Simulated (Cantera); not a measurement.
Cantera run, input and output.

```python
import numpy as np
import cantera as ct

gas = ct.Solution("gri30.yaml")
gas.TPX = 475, 17000, {'CH4': 1, 'O2': 2.25, 'N2': 10.3}
flame = ct.FreeFlame(gas, width=0.14)
flame.set_refine_criteria(ratio=3, slope=0.08, curve=0.16)
flame.transport_model = "mixture-averaged"
flame.solve(loglevel=0, auto=True)
z, T = flame.grid, flame.T
thick = (T[-1] - T[0]) / np.gradient(T, z).max()
show = ['CH4', 'O2', 'C2H', 'HO2', 'H', 'NO2']
print(f"laminar burning velocity  {flame.velocity[0] * 100:.3f} cm/s")
print(f"burnt temperature         {T[-1]:.1f} K")
print(f"thermal thickness         {thick * 1e3:.4f} mm")
print(f"grid points               {len(z)}")
z0 = z[flame.heat_release_rate.argmax()]
print(f"{'z/mm':>9s}{'T/K':>9s}{'u/(m/s)':>9s}" + "".join(f"{s:>11s}" for s in show))
rows = []
for k in (-3, -2, -1.5, -1, -0.5, -0.25, 0, 0.25, 0.5, 1, 2, 4, 8):
    zz = z0 + k * thick
    rows.append([k * thick, np.interp(zz, z, T), np.interp(zz, z, flame.velocity),
                 *(np.interp(zz, z, flame.X[gas.species_index(s)]) for s in show)])
    print(f"{rows[-1][0] * 1e3:9.3f}{rows[-1][1]:9.1f}{rows[-1][2]:9.3f}" + "".join(f"{x:11.3e}" for x in rows[-1][3:]))
```

It prints:

```
laminar burning velocity  85.392 cm/s
burnt temperature         2043.4 K
thermal thickness         2.1348 mm
grid points               152
     z/mm      T/K  u/(m/s)        CH4         O2        C2H        HO2          H        NO2
   -6.404    475.0    0.854  7.376e-02  1.660e-01  1.862e-28  3.663e-08  1.950e-13  2.514e-12
   -4.270    475.6    0.856  7.364e-02  1.658e-01  1.241e-24  6.643e-07  3.058e-10  5.926e-11
   -3.202    478.7    0.863  7.333e-02  1.654e-01  4.088e-22  4.428e-06  2.464e-08  4.778e-10
   -2.135    513.9    0.931  7.110e-02  1.628e-01  2.193e-18  3.329e-05  3.831e-06  4.187e-09
   -1.067    819.1    1.501  5.351e-02  1.405e-01  4.297e-13  4.392e-05  2.798e-04  1.931e-09
   -0.534   1173.6    2.170  3.050e-02  1.079e-01  3.471e-10  8.380e-05  1.182e-03  1.787e-09
    0.000   1514.7    2.820  7.798e-03  6.810e-02  2.180e-08  8.156e-05  3.812e-03  1.141e-09
    0.534   1647.0    3.068  6.767e-04  4.481e-02  1.325e-08  1.158e-05  7.118e-03  2.532e-10
    1.067   1677.6    3.117  3.282e-05  3.657e-02  5.549e-10  2.835e-06  8.970e-03  1.852e-10
    2.135   1707.4    3.157  6.743e-08  3.199e-02  3.182e-13  2.111e-06  9.797e-03  2.058e-10
    4.270   1745.7    3.216  6.159e-12  2.970e-02  7.605e-18  1.833e-06  8.979e-03  2.542e-10
    8.539   1796.0    3.297  2.753e-17  2.810e-02  7.022e-24  1.548e-06  6.929e-03  3.619e-10
   17.079   1857.6    3.396  2.334e-18  2.624e-02  5.337e-26  1.213e-06  4.539e-03  5.875e-10
```

Detailed kinetics in Cantera: GRI-Mech 3.0 (53 species, 325 reactions). Burning velocities carry a grid error of a few per cent, more on coarse grids.
